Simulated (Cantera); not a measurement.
Charge: 1 mol PbCl2, 0.085 mol HCl, 12 mol H2, equilibrated at 452 °C and 0.0100 bar.

Equilibrium computed with Cantera from the NASA thermochemical tables; the gas is ideal and each condensed phase is pure. Candidate condensed phases: Pb, PbCl2; 10 gas species. The tables' values for PbCl4 are old estimates; treat these amounts as uncertain. Rates play no part.

Base state: H2 0.897, HCl 0.0810, PbCl4 0.0187, PbCl2 0.00318, PbCl 7.25e-5 (mole fractions); condensed: Pb(l).

Q: What changes in the equilibrium state with this change: pressure from 0.0100 bar to 1.50e-5 bar?

A: 
```json
[
 {"species": "H2", "before": "0.897", "after": "0.851"},
 {"species": "HCl", "before": "0.0810", "after": "0.136"},
 {"species": "PbCl2", "before": "0.00318", "after": "0.00946"},
 {"species": "PbCl4", "before": "0.0187", "after": "0.000248"},
 {"species": "Pb", "before": "3.37e-7", "after": "0.000225"},
 {"species": "PbCl", "before": "7.25e-5", "after": "0.00322"},
 {"species": "Pb(l), mol", "before": "0.718", "after": "0.828"}
]
```

Q: What changes in the equilibrium state with this change: temperature from 452 °C to 827 °C?

A: 
```
species      before    after
----------  -------  -------
H2            0.897    0.841
HCl          0.0810    0.112
PbCl        7.25e-5   0.0270
Pb          3.37e-7   0.0121
PbCl4        0.0187  3.15e-6
PbCl2       0.00318  0.00830
Pb(l), mol    0.718    0.363
```
